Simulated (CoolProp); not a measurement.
Vapour-liquid equilibrium of cyclohexane (1) + n-nonane (2) at 393.3 K; x and y are mole fractions of (1).

The numbers come from the multi-fluid Helmholtz-energy mixture model, Zhou 2014 and Lemmon 2006; pair parameters Bell 2016 in CoolProp.

```json
[
 {"x": "0.05", "bubble pressure, mixture model (bar)": "0.5412", "bubble pressure, Raoult's law (bar)": "0.5408", "y, mixture model": "0.261", "y, Raoult's law": "0.267"},
 {"x": "0.15", "bubble pressure, mixture model (bar)": "0.7765", "bubble pressure, Raoult's law (bar)": "0.7883", "y, mixture model": "0.530", "y, Raoult's law": "0.550"},
 {"x": "0.25", "bubble pressure, mixture model (bar)": "1.004", "bubble pressure, Raoult's law (bar)": "1.036", "y, mixture model": "0.673", "y, Raoult's law": "0.698"},
 {"x": "0.35", "bubble pressure, mixture model (bar)": "1.231", "bubble pressure, Raoult's law (bar)": "1.283", "y, mixture model": "0.764", "y, Raoult's law": "0.789"},
 {"x": "0.45", "bubble pressure, mixture model (bar)": "1.464", "bubble pressure, Raoult's law (bar)": "1.531", "y, mixture model": "0.829", "y, Raoult's law": "0.850"},
 {"x": "0.55", "bubble pressure, mixture model (bar)": "1.705", "bubble pressure, Raoult's law (bar)": "1.779", "y, mixture model": "0.879", "y, Raoult's law": "0.894"},
 {"x": "0.65", "bubble pressure, mixture model (bar)": "1.957", "bubble pressure, Raoult's law (bar)": "2.026", "y, mixture model": "0.917", "y, Raoult's law": "0.928"},
 {"x": "0.75", "bubble pressure, mixture model (bar)": "2.218", "bubble pressure, Raoult's law (bar)": "2.274", "y, mixture model": "0.948", "y, Raoult's law": "0.954"},
 {"x": "0.85", "bubble pressure, mixture model (bar)": "2.486", "bubble pressure, Raoult's law (bar)": "2.521", "y, mixture model": "0.972", "y, Raoult's law": "0.975"},
 {"x": "0.95", "bubble pressure, mixture model (bar)": "2.758", "bubble pressure, Raoult's law (bar)": "2.769", "y, mixture model": "0.992", "y, Raoult's law": "0.992"}
]
```

The largest gap from Raoult's law is -4.4 % in bubble pressure, at x = 0.45. No azeotrope shows between x = 0.05 and 0.95.

Pair parameters are fitted to limited data, so mixtures are less certain than the pure fluids.
